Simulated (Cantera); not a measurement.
# Reactions in the system H-N-O-Zr

Source: NASA polynomial tables (part measured, part estimated), evaluated in Cantera. Values are per mole of reaction as written; species without (g) are pure solids or liquids, kept so even where they would boil at 1 bar. ZrN: taken at fixed stoichiometry.

3 H₂O₂(g) + 2 ZrN ⇌ 2 ZrO₂(g) + 3 H₂(g) + 2 NO(g)

```tsv
T (K)	ΔH° (kJ)	ΔS° (J/K)	ΔG° (kJ)	log10 K
2573	678.6	545.4	-724.8	14.71
2598	677.0	544.8	-738.4	14.85
2623	675.5	544.2	-752.0	14.98
2648	673.9	543.6	-765.6	15.10
2673	672.3	543.0	-779.2	15.23
2698	670.7	542.4	-792.8	15.35
2723	669.1	541.8	-806.3	15.47
2748	667.5	541.2	-819.9	15.58
```
